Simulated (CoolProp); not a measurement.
Vapour-liquid equilibrium of n-pentane (1) + benzene (2) at 342.3 K; x and y are mole fractions of (1).

The numbers come from the multi-fluid Helmholtz-energy mixture model, Thol 2019 and Thol 2012; pair parameters Bell 2016 in CoolProp.

Q: Give the bubble pressure and the first vapour's composition at x = 0.05, 0.25, 0.55. Is there an azeotrope?

A: x = 0.05: 0.9019 bar, y = 0.240; x = 0.25: 1.463 bar, y = 0.608; x = 0.55: 2.033 bar, y = 0.802. No azeotrope shows between x = 0.05 and 0.95.

The pair parameters rest on a limited set of measurements; away from them the model extrapolates.
